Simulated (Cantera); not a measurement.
A freely propagating, adiabatic, planar premixed flame of CH4 : O2 : N2 = 1 : 2.67 : 8.53 (molar parts), equivalence ratio 0.75, unburnt at 600 K and 0.296 atm; multicomponent transport, grid criteria slope 0.08 and curve 0.16, no radiation.

Model: GRI-Mech 3.0 (53 species, 325 reactions), integrated in Cantera. Burning velocities carry a grid error of a few per cent, more on coarse grids.

x: mole fraction of selected species; z is measured from the peak of heat release.

```csv
z (mm),T (K),u (m/s),x CH4,x O2,x C2H4,x H2O2,x CH3,x C2H
-2.74,600,1.71,0.0819,0.219,<1e-8,<1e-8,5.17e-8,<1e-8
-1.83,601,1.72,0.0818,0.218,?,?,?,<1e-8
-1.37,604,1.73,0.0815,0.218,2.44e-7,3.40e-7,3.75e-6,<1e-8
-0.913,632,1.82,0.0796,0.215,3.92e-6,1.88e-6,2.89e-5,<1e-8
-0.457,905,2.63,0.0626,0.193,8.38e-5,4.49e-6,0.000441,<1e-8
-0.228,1262,3.71,0.0372,0.158,0.000230,5.02e-6,0.00191,<1e-8
0,?,4.84,?,?,?,?,0.00186,?
0.228,1796,5.34,0.00117,0.0841,1.45e-5,3.01e-7,0.000292,3.51e-8
0.457,1835,5.45,6.92e-5,0.0727,3.34e-7,2.00e-7,1.80e-5,<1e-8
0.913,1872,5.53,2.38e-7,0.0662,<1e-8,1.81e-7,6.60e-8,<1e-8
1.83,1921,5.64,<1e-8,0.0629,<1e-8,1.51e-7,<1e-8,<1e-8
3.65,1985,5.81,<1e-8,0.0610,<1e-8,1.17e-7,<1e-8,<1e-8
7.31,2064,6.00,<1e-8,0.0593,<1e-8,8.67e-8,<1e-8,<1e-8
```

Task: Fill in the missing entries.

Result: 
- -1.83, x C2H4: 3.01e-8
- -1.83, x H2O2: 6.15e-8
- -1.83, x CH3: 6.91e-7
- 0, T (K): 1633
- 0, x CH4: 0.0106
- 0, x O2: 0.113
- 0, x C2H4: 0.000172
- 0, x H2O2: 1.28e-6
- 0, x C2H: 4.41e-8
